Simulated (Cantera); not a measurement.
Feed: 1 mol Si, 3.4 mol NF3, 10 mol N2, at 1202 °C and 0.260 bar.

Equilibrium computed with Cantera from the NASA thermochemical tables; the gas is ideal and each condensed phase is pure. Candidate condensed phases: Si, Si3N4; 16 gas species. Rates play no part.

Base state: N2 0.622, F 0.321, SiF4 0.0531, F2 0.00451 (mole fractions); condensed: gas only.

Question: What changes in the equilibrium state with this change: temperature from 1202 °C to 777 °C?

Answer: 
```tsv
species	before	after
N2	0.622	0.700
F2	0.00451	0.128
F	0.321	0.110
SiF4	0.0531	0.0599
NF3	1.83e-7	0.00194
```

Question: What changes in the equilibrium state with this change: temperature from 1202 °C to 725 °C?

Answer: 
```tsv
species	before	after
N2	0.622	0.715
F2	0.00451	0.146
F	0.321	0.0723
SiF4	0.0531	0.0613
NF3	1.83e-7	0.00516
```
